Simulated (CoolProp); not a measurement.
Saturation properties of normal hydrogen (Tc = -240.0 °C, pc = 1296 kPa, ω = -0.219).

Computed with CoolProp (reference Helmholtz-energy equation of state, Leachman 2009).

```tsv
T (°C)	p (kPa)	enthalpy of vaporisation (kJ/kg)	surface tension (mN/m)	liquid viscosity (µPa s)
-253.85	72.83	452.8	2.10	14.8
-252.95	96.36	449.5	1.94	13.7
-251.95	128.5	444.4	1.77	12.6
-251.05	163.3	438.5	1.61	11.8
-250.15	204.4	431.2	1.46	11.0
-249.15	258.1	[?]	1.29	10.2
-248.25	[?]	410.5	1.14	9.53
-247.25	386.2	396.3	0.978	8.85
-246.35	460.2	381.2	0.832	8.28
-245.35	553.5	361.2	0.674	7.67
-244.45	648.1	339.8	[?]	7.14
-243.45	766.1	310.9	0.388	6.56
-242.55	884.8	[?]	0.264	6.01
-241.55	[?]	[?]	0.141	5.34
-240.65	1180	[?]	0.0587	4.58
```

Question: Fill in the missing entries.

Answer: 
- -249.15, enthalpy of vaporisation (kJ/kg): 421.2
- -248.25, p (kPa): 314.3
- -244.45, surface tension (mN/m): 0.535
- -242.55, enthalpy of vaporisation (kJ/kg): 278.5
- -241.55, p (kPa): 1032
- -241.55, enthalpy of vaporisation (kJ/kg): 230.8
- -240.65, enthalpy of vaporisation (kJ/kg): 163.9

It boils at -252.8 °C under 1 atm.

Viscosity comes from a separate model (Muzny 2013). Surface tension comes from a separate correlation (Mulero 2012).
